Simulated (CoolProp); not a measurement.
A closed Brayton cycle with nitrogen: compressor inlet 329.15 K and 2.3 MPa, high pressure 7.55 MPa, turbine inlet 900 K, compressor efficiency 0.85, turbine efficiency 0.9, recuperator effectiveness 0.8 (on enthalpy, no pinch check). Each further row changes one setting.

Values from CoolProp's reference Helmholtz-energy equation of state, Span 2000.

```csv
case,thermal efficiency (%),net work (kJ/kg),compressor to turbine work,compressor exit (K),turbine exit (K)
as stated,28.7,84.3,0.66,486.3,680.7
turbine inlet 850 K,25.9,70.2,0.70,486.3,641.1
compressor inlet 339.15 K,?,79.2,?,?,680.7
high pressure 6.42 MPa,29.4,?,?,?,?
recuperator effectiveness 0.5,?,84.3,0.66,486.3,680.7
```

Fill in the missing entries.


- compressor inlet 339.15 K, thermal efficiency (%): 27.3
- compressor inlet 339.15 K, compressor to turbine work: 0.68
- compressor inlet 339.15 K, compressor exit (K): 500.8
- high pressure 6.42 MPa, net work (kJ/kg): 80.7
- high pressure 6.42 MPa, compressor to turbine work: 0.63
- high pressure 6.42 MPa, compressor exit (K): 461.7
- high pressure 6.42 MPa, turbine exit (K): 707.2
- recuperator effectiveness 0.5, thermal efficiency (%): 23.6
